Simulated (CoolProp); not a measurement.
Properties of sulfur dioxide along the isobar 32700 kPa (Tc = 430.6 K, pc = 7887 kPa, ω = 0.256).

Model: reference Helmholtz-energy equation of state, Gao 2016, in CoolProp.

```
T (K)   phase  density (kg/m³)  cv (kJ/(kg K))  Joule-Thomson coefficient (K/MPa)  expansivity (1/kK)  fugacity coefficient
-----  ------  ---------------  --------------  ---------------------------------  ------------------  --------------------
253.2  liquid             1529          0.8294                            -0.3075               1.489              0.003687
262.5  liquid             1508          0.8232                            -0.3027               1.511              0.005582
271.7  liquid             1487          0.8176                            -0.2969               1.536              0.008127
281    liquid             1465          0.8125                            -0.2897               1.565               0.01152
290.2  liquid             1444          0.8078                            -0.2814               1.598               0.01581
299.5  liquid             1423          0.8032                            -0.2715               1.634               0.02125
308.7  liquid             1401          0.7990                            -0.2603               1.675               0.02783
318    liquid             1379          0.7948                            -0.2472               1.722               0.03581
327.2  liquid             1357          0.7908                            -0.2324               1.772               0.04512
336.5  liquid             1335          0.7869                            -0.2155               1.829               0.05603
345.7  liquid             1312          0.7831                            -0.1965               1.891               0.06835
355    liquid             1289          0.7793                            -0.1748               1.960               0.08238
364.2  liquid             1265          0.7757                            -0.1505               2.035               0.09782
373.5  liquid             1241          0.7722                            -0.1229               2.119                0.1150
```
